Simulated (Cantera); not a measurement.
A perfectly stirred reactor is fed with CH₄ : N₂ = 1 : 14 (molar parts), at 101000 Pa; it is held at 1850 K, and followed from long to short residence time.

Detailed kinetics in Cantera: GRI-Mech 3.0 (53 species, 325 reactions). GRI-Mech 3.0 stops at C3 and has no aromatics, soot or wall deposition, so with more carbon than oxygen in the feed, carbon stays in small species such as C2H2 where larger ones or solid carbon would form.

x: mole fraction; the columns are a selection and need not sum to one.

```csv
τ (s),x CH₄,x C₂H₆,x CH₂,x CH₃,x C₂H₄
0.50,0.00275,5.77e-7,1.88e-7,…,5.27e-5
0.16,0.00487,1.76e-6,3.17e-7,…,6.61e-5
0.049,0.00877,5.52e-6,5.27e-7,…,0.000114
0.015,0.0154,1.65e-5,8.38e-7,…,0.000269
0.0048,0.0253,4.34e-5,1.23e-6,…,0.000681
0.0015,0.0385,9.82e-5,1.65e-6,…,0.00156
0.00047,0.0526,0.000155,1.77e-6,…,0.00224
```

Fill in the missing entries.


- 0.50, x CH₃: 9.52e-5
- 0.16, x CH₃: 0.000166
- 0.049, x CH₃: 0.000290
- 0.015, x CH₃: 0.000495
- 0.0048, x CH₃: 0.000788
- 0.0015, x CH₃: 0.00116
- 0.00047, x CH₃: 0.00143
